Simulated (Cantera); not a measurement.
Cantera run:

```python
import numpy as np
import cantera as ct

gas_names = """
    CL CL2 H HCL H2 N NH NH2 NH3 N2 N2H2 N2H4 Si SiCL SiCL2 SiCL3 SiCL4 SiH SiHCL3 SiH2 SiH2CL2 SiH3
    SiH3CL SiH4 SiN Si2 Si2N Si3
""".split()
cond_names = """
    NH4CL(a) NH4CL(b) Si(cr) Si(L) Si3N4(a)
""".split()


# ... load() reads the species with a 1 bar reference pressure and builds the phases ...
atoms = {
    'Si2Cl6': {'Si': 2, 'CL': 6},
    'N2': {'N': 2},
    'H2': {'H': 2},
}
top_T = {'Si3N4(a)': 2400}  # K; cautious upper limits of use, not melting points


# ... equilibrate(T, P, feed) seeds the gas with the atoms and calls Mixture.equilibrate('TP', solver="vcs", rtol=1e-11, max_steps=5000) ...
results = []
T = 1673.15  # K
P = 6400  # Pa
for m in [7.4, 9.3, 12, 15, 19, 23, 29, 37, 46, 58]:
    feed = {'Si2Cl6': 1, 'N2': 1, 'H2': m}  # mol
    mix = equilibrate(T, P, feed)
    results.append((T, P, feed, dict(zip(mix.species_names, mix.species_moles))))

top = {s: max(r[3][s] / sum(r[3][g] for g in gas_names) for r in results) for s in gas_names}
cols = sorted((s for s in top if top[s] > 1e-05), key=lambda s: -top[s])[:8]
seen = [c for c in cond_names if any(r[3].get(c, 0) > 1e-12 for r in results)]
print("log10 of partial pressures in bar; condensed amounts in mol")
print(f"{'n(H2)':>10s}" + "".join(f"{s[:9]:>10s}" for s in cols + seen))
for T, P, feed, n in results:
    ng = sum(n[g] for g in gas_names)
    print(f"{feed['H2']:10.4g}" + "".join(f"{np.log10(max(n[s] / ng * P / 1e5, 1e-99)):10.3f}" for s in cols)
          + "".join(f"{n.get(c, 0):10.4g}" for c in seen))
```

Result:

```
log10 of partial pressures in bar; condensed amounts in mol
     n(H2)        H2       HCL     SiCL2        N2     SiCL3     SiCL4    SiHCL3         H    Si(cr)  Si3N4(a)
       7.4    -1.453    -1.824    -2.064    -2.362    -3.197    -4.011    -4.386    -4.669         0    0.1243
       9.3    -1.407    -1.870    -2.142    -2.452    -3.343    -4.226    -4.509    -4.646         0    0.1425
        12    -1.364    -1.929    -2.234    -2.557    -3.516    -4.480    -4.661    -4.625         0    0.1616
        15    -1.333    -1.989    -2.319    -2.653    -3.676    -4.714    -4.805    -4.610         0    0.1771
        19    -1.306    -2.057    -2.413    -2.759    -3.853    -4.973    -4.968    -4.596         0    0.1925
        23    -1.288    -2.116    -2.492    -2.846    -4.000    -5.189    -5.106    -4.587         0    0.2041
        29    -1.269    -2.192    -2.590    -2.954    -4.183    -5.457    -5.280    -4.578         0    0.2174
        37    -1.255    -2.264    -2.715    -3.001    -4.386    -5.739    -5.476    -4.571    0.1944    0.1833
        46    -1.246    -2.323    -2.843    -3.001    -4.579    -5.995    -5.664    -4.566    0.5227     0.112
        58    -1.238    -2.390    -2.986    -3.001    -4.793    -6.280    -5.874    -4.562    0.9282   0.01698
```

Equilibrium computed with Cantera from the NASA thermochemical tables; the gas is ideal and each condensed phase is pure. The feed counts by its element totals alone. Mutual solubility and eutectic melting of coexisting phases are not modelled. The tables' values for SiCl3, SiCl are old estimates; treat these amounts as uncertain.
